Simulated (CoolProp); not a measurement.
Model: reference Helmholtz-energy equation of state, Zhou 2011, in CoolProp.

Question: For dimethyl carbonate, give the phase and the density (kg/m³), cp (kJ/(kg K)), cv (kJ/(kg K)), speed of sound (m/s) at 119.15 °C and 5.29 bar.

Answer: 
- 119.15 °C and 5.29 bar: liquid; density 932, cp 2.04, cv 1.50, speed of sound 835
